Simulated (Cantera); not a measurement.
Input (Python, Cantera) and output of one run.

```python
import numpy as np
import cantera as ct

gas_names = """
    H HO2 H2 H2O H2O2 H2S H2SO4 O OH O2 O3 S SH SO SO2 SO3 S2 S2O S8
""".split()
cond_names = """
    H2O(s) H2O(L) H2SO4(L) S(cr1) S(cr2) S(L)
""".split()


# ... load() reads the species with a 1 bar reference pressure and builds the phases ...
atoms = {
    'H2O': {'H': 2, 'O': 1},
    'SO2': {'S': 1, 'O': 2},
}
top_T = {}  # K; cautious upper limits of use, not melting points


# ... equilibrate(T, P, feed) seeds the gas with the atoms and calls Mixture.equilibrate('TP', solver="vcs", rtol=1e-11, max_steps=5000) ...
results = []
T = 2623  # K
P = 13332.2  # Pa
for m in [0.0085, 0.01, 0.013, 0.016, 0.019, 0.023, 0.028, 0.035, 0.042, 0.052, 0.063, 0.077]:
    feed = {'H2O': 1, 'SO2': m}  # mol
    mix = equilibrate(T, P, feed)
    results.append((T, P, feed, dict(zip(mix.species_names, mix.species_moles))))

top = {s: max(r[3][s] / sum(r[3][g] for g in gas_names) for r in results) for s in gas_names}
cols = sorted((s for s in top if top[s] > 1e-05), key=lambda s: -top[s])[:5]
seen = [c for c in cond_names if any(r[3].get(c, 0) > 1e-12 for r in results)]
print("log10 of partial pressures in bar; condensed amounts in mol")
print(f"{'n(SO2)':>10s}" + "".join(f"{s[:9]:>10s}" for s in cols + seen))
for T, P, feed, n in results:
    ng = sum(n[g] for g in gas_names)
    print(f"{feed['SO2']:10.4g}" + "".join(f"{np.log10(max(n[s] / ng * P / 1e5, 1e-99)):10.3f}" for s in cols)
          + "".join(f"{n.get(c, 0):10.4g}" for c in seen))
```

Output:

```
log10 of partial pressures in bar; condensed amounts in mol
    n(SO2)       H2O        H2        OH       SO2        O2
    0.0085    -1.010    -1.852    -2.084    -3.061    -2.272
      0.01    -1.010    -1.853    -2.085    -2.991    -2.272
     0.013    -1.012    -1.854    -2.085    -2.878    -2.272
     0.016    -1.013    -1.856    -2.086    -2.789    -2.272
     0.019    -1.014    -1.857    -2.086    -2.716    -2.272
     0.023    -1.016    -1.859    -2.087    -2.634    -2.271
     0.028    -1.018    -1.861    -2.088    -2.551    -2.271
     0.035    -1.021    -1.865    -2.089    -2.457    -2.270
     0.042    -1.024    -1.868    -2.091    -2.381    -2.270
     0.052    -1.028    -1.872    -2.093    -2.292    -2.269
     0.063    -1.033    -1.877    -2.095    -2.213    -2.268
     0.077    -1.038    -1.884    -2.097    -2.131    -2.267
```

Cantera equilibrium calculation (NASA polynomials, part measured and part estimated; ideal gas, pure solids and liquids).
